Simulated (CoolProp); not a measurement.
A single-stage vapour-compression cycle with R134a: evaporating at 209.15 K (dew point), condensing at 243.15 K (bubble point), superheat 2 K, subcooling 8 K, compressor efficiency 0.75, no pressure losses. Each further row changes one setting.

The numbers come from the reference Helmholtz-energy equation of state, Tillner-Roth 1994 in CoolProp.

```json
[
 {"case": "as stated", "cooling COP": "4.27", "pressure ratio": "6.92", "discharge temperature (K)": "279.4", "refrigerating effect (kJ/kg)": "209", "volumetric capacity (kJ/m³)": "150"},
 {"case": "evaporating temperature 214.15 K", "cooling COP": "5.23", "pressure ratio": "4.97", "discharge temperature (K)": "273.0", "refrigerating effect (kJ/kg)": "213", "volumetric capacity (kJ/m³)": "207"},
 {"case": "condensing temperature 238.15 K", "cooling COP": "5.10", "pressure ratio": "5.43", "discharge temperature (K)": "270.6", "refrigerating effect (kJ/kg)": "216", "volumetric capacity (kJ/m³)": "154"},
 {"case": "subcooling 13 K", "cooling COP": "4.40", "pressure ratio": "6.92", "discharge temperature (K)": "279.4", "refrigerating effect (kJ/kg)": "216", "volumetric capacity (kJ/m³)": "154"},
 {"case": "superheat 12 K", "cooling COP": "4.22", "pressure ratio": "6.92", "discharge temperature (K)": "290.5", "refrigerating effect (kJ/kg)": "216", "volumetric capacity (kJ/m³)": "147"},
 {"case": "compressor efficiency 0.65", "cooling COP": "3.70", "pressure ratio": "6.92", "discharge temperature (K)": "288.5", "refrigerating effect (kJ/kg)": "209", "volumetric capacity (kJ/m³)": "150"}
]
```
